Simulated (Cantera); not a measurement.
An adiabatic, constant-volume homogeneous reactor starts with CO : H2 : O2 : N2 = 1 : 0.32 : 0.388 : 1.46 (molar parts), equivalence ratio 1.7, at 1225 K and 900 Torr. Integrator tolerance rtol = 1e-08.

Detailed kinetics in Cantera: GRI-Mech 3.0 (53 species, 325 reactions).

Task: What does this change do: pressure from 900 Torr to 760 Torr?

Result: 
```json
[
 {"quantity": "time of steepest temperature rise", "before": "48.9 µs", "after": "57.3 µs"},
 {"quantity": "temperature at 2.00 s", "before": "2913 K", "after": "2899 K"},
 {"quantity": "equilibrium temperature", "before": "2913 K", "after": "2899 K"},
 {"quantity": "x(CO) at 2.00 s", "before": "0.208 (gas-phase equilibrium 0.208)", "after": "0.209 (gas-phase equilibrium 0.209)"},
 {"quantity": "x(H2) at 2.00 s", "before": "0.0169 (gas-phase equilibrium 0.0169)", "after": "0.0171 (gas-phase equilibrium 0.0171)"},
 {"quantity": "x(O2) at 2.00 s", "before": "0.0102 (gas-phase equilibrium 0.0102)", "after": "0.0106 (gas-phase equilibrium 0.0106)"},
 {"quantity": "x(N2O) at 2.00 s", "before": "5.49e-7 (gas-phase equilibrium 5.49e-7)", "after": "5.02e-7 (gas-phase equilibrium 5.02e-7)"},
 {"quantity": "x(NO2) at 2.00 s", "before": "1.65e-6 (gas-phase equilibrium 1.65e-6)", "after": "1.56e-6 (gas-phase equilibrium 1.56e-6)"},
 {"quantity": "x(NO) at 2.00 s", "before": "0.00758 (gas-phase equilibrium 0.00758)", "after": "0.00757 (gas-phase equilibrium 0.00757)"}
]
```
